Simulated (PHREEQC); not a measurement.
A solution holds 7.8 mmol/kgw H3AsO4 and 2.1 mmol/kgw CaCl2, at 25 °C. Closed to the air; pH follows from the charge balance.

Computed with PHREEQC (ion-association model, wateq4f.dat).

No solid was allowed to form.

Question: Predict the pH, ionic strength.

Answer: pH 2.39; ionic strength 0.0108 mol/kgw.

Question: In which forms is As present?

Answer: H2AsO4- 58 %, H3AsO4 42 % of the As.

The database has no arsenate complexes of Ca.
